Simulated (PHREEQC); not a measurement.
Make-up at 31 °C: 0.022 mol K2CO3, 1.32e-05 mol MgSO4 and 0.00062 mol NaCl per kg of water. Closed to the air; pH follows from the charge balance.

All values are PHREEQC results (Pitzer model, pitzer.dat), not measurements.

### Question
The ionic strength comes out as 0.0646 mol/kgw. What activity coefficients do HCO3-, K+, CO3-2, Cl-, OH- get?

### Answer
HCO3- 0.80, K+ 0.79, CO3-2 0.42, Cl- 0.80, OH- 0.81. Single-ion values are on the MacInnes scale.

No solid was allowed to form. Complexes and solids missing from the database can't appear.
